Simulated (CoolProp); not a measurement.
Vapour-liquid equilibrium of toluene (1) + ethylbenzene (2) at 0.319 MPa; x and y are mole fractions of (1).

Values from CoolProp's multi-fluid Helmholtz-energy mixture model, Lemmon 2006 and Zhou 2012; pair parameters Bell 2016.

| x | bubble temperature, mixture model (K) | bubble temperature, Raoult's law (K) | y, mixture model | y, Raoult's law |
|---|---|---|---|---|
| 0.05 | 456.1 | 456.1 | 0.082 | 0.086 |
| 0.2 | 451.2 | 450.9 | 0.294 | 0.310 |
| 0.35 | 446.7 | 446.2 | 0.473 | 0.494 |
| 0.5 | 442.6 | 441.9 | 0.627 | 0.647 |
| 0.65 | 438.6 | 437.9 | 0.761 | 0.774 |
| 0.8 | 434.7 | 434.2 | 0.876 | 0.881 |
| 0.95 | 431.0 | 430.8 | 0.972 | 0.973 |

The largest gap from Raoult's law is +0.7 K in bubble temperature, at x = 0.5. No azeotrope shows between x = 0.05 and 0.95.

The pair parameters rest on a limited set of measurements; away from them the model extrapolates.
